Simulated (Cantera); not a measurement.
A freely propagating, adiabatic, planar premixed flame of CH4 : O2 : N2 = 1 : 2.38 : 8.95 (molar parts), unburnt at 500 K and 5.00 bar; mixture-averaged transport, grid criteria slope 0.08 and curve 0.16, no radiation.

Computed with Cantera and GRI-Mech 3.0 (53 species, 325 reactions). Burning velocities carry a grid error of a few per cent, more on coarse grids.

What does this change do: inlet temperature 500 to 300 K?


```csv
quantity,before,after
laminar burning velocity,40.7 cm/s,14.7 cm/s
thermal thickness,0.128 mm,0.183 mm
peak x(HO2),0.000217,0.000170
peak x(H2),0.00776,0.00564
peak x(CH2O),0.00130,0.00116
```

What does this change do: inlet temperature 500 to 598 K?


| quantity | before | after |
|---|---|---|
| laminar burning velocity | 40.7 cm/s | 61.4 cm/s |
| thermal thickness | 0.128 mm | 0.111 mm |
| peak x(HO2) | 0.000217 | 0.000238 |
| peak x(H2) | 0.00776 | 0.00895 |
| peak x(CH2O) | 0.00130 | 0.00136 |

What does this change do: 0.56 parts H2 added?


```json
[
 {"quantity": "laminar burning velocity", "before": "40.7 cm/s", "after": "64.7 cm/s"},
 {"quantity": "thermal thickness", "before": "0.128 mm", "after": "0.0976 mm"},
 {"quantity": "peak x(HO2)", "before": "0.000217", "after": "0.000295"},
 {"quantity": "peak x(CH2O)", "before": "0.00130", "after": "0.00129"}
]
```
